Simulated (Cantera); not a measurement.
A counterflow diffusion flame at 1.68 atm, nozzles 20 mm apart: fuel side 62.5 % CO, 37.5 % H₂ at 450 K, oxidiser side 21.0 % O₂, 79.0 % N₂ at 650 K, fuel mass flux 1.1 times the oxidiser's; mixture-averaged transport, no radiation.

Detailed kinetics in Cantera: GRI-Mech 3.0 (53 species, 325 reactions). The maximum strain rate includes the flame's own expansion and is several times the mean.

x: mole fraction; the columns are a selection and need not sum to one.

```tsv
oxidiser flux (kg/m²/s)	max strain (1/s)	mean strain (1/s)	T max (K)	peak x OH	peak x H	peak x NO	peak x CO
1	449	121	2368	0.0128	0.00781	0.000318	0.656
1.4	616	170	2333	0.0132	0.00895	0.000236	0.655
2	…	243	2290	0.0135	…	…	0.654
2.8	1190	340	2247	0.0137	0.0117	0.000126	0.655
3.9	1630	473	2200	0.0138	0.0133	9.47e-5	0.654
5.5	2260	668	2151	0.0137	0.0150	7.30e-5	0.654
7.7	3110	935	2101	0.0137	0.0169	5.88e-5	0.653
11	4380	1340	2045	0.0134	0.0190	4.80e-5	0.654
15	5890	1820	1992	0.0130	0.0208	4.05e-5	0.654
21	…	2550	1934	0.0125	…	…	0.653
```

Problem. What belongs in the gaps?

Solution. 
- 2, max strain (1/s): 864
- 2, peak x H: 0.0103
- 2, peak x NO: 0.000170
- 21, max strain (1/s): 8110
- 21, peak x H: 0.0228
- 21, peak x NO: 3.39e-5
